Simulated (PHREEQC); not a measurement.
**Buffer: an equilibrium model**

Consider water at 25 °C with 0.14 mol/kgw HF and 0.00044 mol/kgw Na2CO3. Closed to the air; pH follows from the charge balance.

The numbers come from PHREEQC with the ion-association model, phreeqc.dat.

The pH is 1.97 and the ionic strength is 0.0127 mol/kgw. The total alkalinity is -139 meq/kg.

| species | molality | activity | log γ |
|---|---|---|---|
| HF | 0.123 | 0.124 | 0.001 |
| H+ | 0.0118 | 0.0107 | -0.043 |
| F- | 0.00864 | 0.00768 | -0.051 |
| HF2- | 0.00408 | 0.00364 | -0.050 |
| Na+ | 0.000877 | 0.000783 | -0.049 |
| CO2 | 0.000440 | 0.000441 | 0.001 |
| NaF | 3.45e-6 | 3.46e-6 | 0.001 |
| HCO3- | 2.04e-8 | 1.83e-8 | -0.048 |
| (CO2)2 | 3.56e-9 | 3.57e-9 | 0.001 |

Precipitation was switched off in this run.
